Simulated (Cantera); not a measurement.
**Equilibrium for calcination and drying: Na₂SO₄ + H₂ + CO₂**

Charge: 1 mol Na₂SO₄, 0.22 mol H₂, a varied amount of CO₂, equilibrated at 12.0 mbar.

Cantera equilibrium calculation (NASA polynomials, part measured and part estimated; ideal gas, pure solids and liquids). Candidate condensed phases: C, C₆H₆, C₇H₈, C₈H₁₈, H₂O, H₂SO₄, Na, NaOH, NaO₂, Na₂CO₃, Na₂O, Na₂O₂, Na₂S, Na₂SO₄, S; 131 gas species. Mutual solubility and eutectic melting of coexisting phases are not modelled. The numbers say what is thermodynamically allowed, not how fast it happens.

Stable condensed phases:

```
T in K \ n(CO₂) in mol
         0.059  0.17  0.29   0.4  0.51  0.63  0.74  0.86  0.97   1.1   1.2   1.3
   1873      A     A     A     A     A     A     A     A     A     A     A     A
   1798      A     A     A     A     A     A     A     A     A     A     A     A
   1723      B     B     B     B     B     B     B     B     B     B     B     B
   1648      B     B     B     B     B     B     B     B     B     B     B     B
   1573      B     B     B     B     B     B     B     B     B     B     B     B
   1498      B     B     B     B     B     B     B     B     B     B     B     B
   1423      C     C     C     C     B     B     B     B     B     B     B     B
   1348      C     C     C     C     C     C     C     C     C     B     B     B
   1273      C     C     C     C     C     C     C     C     C     C     C     C
   1198      C     C     C     C     C     C     C     C     C     C     C     C
```

A: gas only; B: Na₂SO₄; C: Na₂S + Na₂SO₄.
